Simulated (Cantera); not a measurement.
An isothermal, constant-pressure homogeneous reactor starts with 0.212 % CO, 6.09 % O₂, 1.38 % H₂O, 92.3 % N₂, at 1075 K and 2.76 atm.

Model: GRI-Mech 3.0 (53 species, 325 reactions), integrated in Cantera.

x: mole fraction; the columns are a selection and need not sum to one.

```tsv
t (s)	x CO	x O₂	x H₂O	x HO₂	x H₂
3.00e-5	0.00212	0.0609	0.0138	1.44e-12	<1e-12
8.68e-5	0.00212	0.0609	0.0138	1.21e-11	<1e-12
0.000251	0.00212	0.0609	0.0138	1.55e-10	1.29e-12
0.000727	0.00212	0.0609	0.0138	1.74e-9	1.55e-11
0.00211	0.00212	0.0609	0.0138	1.73e-8	1.68e-10
0.00609	0.00212	0.0609	0.0138	2.85e-7	3.48e-9
0.0176	0.00208	0.0609	0.0138	3.74e-6	4.35e-7
0.0510	…	0.0608	0.0138	3.63e-6	2.00e-6
0.148	…	0.0605	0.0138	2.95e-6	2.19e-6
0.428	…	0.0602	0.0139	1.73e-6	9.19e-7
1.24	…	0.0600	0.0139	6.03e-7	1.99e-7
3.58	…	0.0599	0.0139	1.28e-7	3.22e-8
10.4	…	0.0599	0.0139	8.60e-9	1.78e-9
30.0	4.68e-12	0.0599	0.0139	5.18e-10	2.36e-11
```

### Question
Some entries are withheld; supply them.

### Answer

- 0.0510, x CO: 0.00183
- 0.148, x CO: 0.00131
- 0.428, x CO: 0.000599
- 1.24, x CO: 0.000154
- 3.58, x CO: 2.50e-5
- 10.4, x CO: 1.25e-6
